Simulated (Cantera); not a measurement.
**Thermal oxidation and active oxidation of silicon: Si + H2O + H2**

Feed: 1 mol Si, 0.0021 mol H2O, 4.7 mol H2, at 0.0750 Torr.

Equilibrium computed with Cantera from the NASA thermochemical tables; the gas is ideal and each condensed phase is pure. Candidate condensed phases: H2O, Si, SiO2; 18 gas species. Gases not in the tables: Si2H6 and higher silanes. Rates play no part.

| T (K) | log p H2 | log p H | log p Si | log p Si2 | log p SiH | log p SiO | n Si(s) | n Si(l) |
|---|---|---|---|---|---|---|---|---|
| 1323 | -4.00 | -7.80 | -10.05 | -13.57 | -11.19 | -7.35 | 0.998 | 0 |
| 1473 | -4.00 | -6.90 | -8.26 | -11.24 | -9.71 | -7.35 | 0.998 | 0 |
| 1623 | -4.00 | -6.16 | -6.81 | -9.35 | -8.51 | -7.35 | 0.990 | 0 |
| 1773 | -4.02 | -5.56 | -5.67 | -7.93 | -7.59 | -7.37 | 0 | 0.891 |
| 1923 | -4.12 | -5.09 | -4.79 | -6.87 | -6.94 | -7.45 | 0 | 0 |
| 2073 | -4.20 | -4.68 | -4.81 | -7.53 | -7.15 | -7.48 | 0 | 0 |
| 2223 | -4.36 | -4.37 | -4.86 | -8.16 | -7.41 | -7.54 | 0 | 0 |
log p: log10 of the partial pressure in bar; n: condensed amount in mol.

From 1323 K to 1623 K the condensed part is Si(s). At 1773 K the condensed part is Si(l). From 1923 K to 2223 K nothing is condensed. The main Si-bearing gas is SiO at 1323 K and Si at 2223 K.
